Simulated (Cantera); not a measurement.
An isothermal, constant-pressure homogeneous reactor starts with 19.3 % H₂, 80.7 % O₂, equivalence ratio 0.12, at 1300 K and 140 Pa.

Model: GRI-Mech 3.0 (53 species, 325 reactions), integrated in Cantera. Radical loss at walls, strong at low pressure, is not modelled. The temperature is held fixed by assumption; the heat of reaction is taken as removed at once.

One state of this run: x H₂ = 0.169; x O₂ = 0.793; x H₂O₂ = 6.89e-9; x H = 0.00959; x OH = 0.00455; x O = 0.00694. x: mole fraction; the columns are a selection and need not sum to one.

Which value of t (s) does it belong to?
A) 5.02e-5
B) 0.00632
C) 0.00126
D) 0.159

B, 0.00632
